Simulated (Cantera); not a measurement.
An adiabatic, constant-volume homogeneous reactor starts with C₂H₄ : O₂ : N₂ : CO₂ = 1 : 1.36 : 5.13 : 0.3 (molar parts), at 1375 K and 0.220 bar.

Detailed kinetics in Cantera: GRI-Mech 3.0 (53 species, 325 reactions). GRI-Mech 3.0 was tuned for natural gas; its chemistry of ethylene as a main component is partial and can be far from experiment.

Predict: time of steepest temperature rise; temperature at 6.00 s; equilibrium temperature; x(O₂) at 6.00 s; x(CO₂) at 6.00 s; x(H₂) at 6.00 s; x(NO) at 6.00 s.


```json
{
  "time_of_steepest_temperature_rise": "0.205 ms",
  "temperature at 6.00 s": "2733 K",
  "equilibrium_temperature": "2733 K",
  "x(O₂) at 6.00 s": "0.000239 (gas-phase equilibrium 0.000239)",
  "x(CO₂) at 6.00 s": "0.0216 (gas-phase equilibrium 0.0216)",
  "x(H₂) at 6.00 s": "0.114 (gas-phase equilibrium 0.114)",
  "x(NO) at 6.00 s": "0.000930 (gas-phase equilibrium 0.000930)"
}
```
